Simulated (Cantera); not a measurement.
An adiabatic, constant-pressure homogeneous reactor starts with C₃H₈ : O₂ : N₂ = 1 : 6.85 : 25.8 (molar parts), equivalence ratio 0.73, at 1200 K and 150000 Pa. Integrator tolerance rtol = 1e-08.

Detailed kinetics in Cantera: GRI-Mech 3.0 (53 species, 325 reactions). GRI-Mech 3.0 was tuned for natural gas; its chemistry of propane as a main component is partial and can be far from experiment.

Question: What does this change do: initial temperature 1200 to 1650 K?

Answer: 
| quantity | before | after |
|---|---|---|
| time of steepest temperature rise | 4.99 ms | 19.2 µs |
| temperature at 0.100 s | 2513 K | 2727 K |
| equilibrium temperature | 2513 K | 2727 K |
| x(C₃H₈) at 0.100 s | <1e-12 (gas-phase equilibrium <1e-12) | <1e-12 (gas-phase equilibrium <1e-12) |
| x(O₂) at 0.100 s | 0.0502 (gas-phase equilibrium 0.0502) | 0.0518 (gas-phase equilibrium 0.0518) |
| x(HO₂) at 0.100 s | 5.77e-6 (gas-phase equilibrium 5.77e-6) | 9.33e-6 (gas-phase equilibrium 9.33e-6) |
| x(CO₂) at 0.100 s | 0.0748 (gas-phase equilibrium 0.0748) | 0.0603 (gas-phase equilibrium 0.0603) |
| x(N₂O) at 0.100 s | 7.28e-7 (gas-phase equilibrium 7.28e-7) | 1.03e-6 (gas-phase equilibrium 1.03e-6) |
| x(CH₃) at 0.100 s | <1e-12 (gas-phase equilibrium <1e-12) | <1e-12 (gas-phase equilibrium <1e-12) |
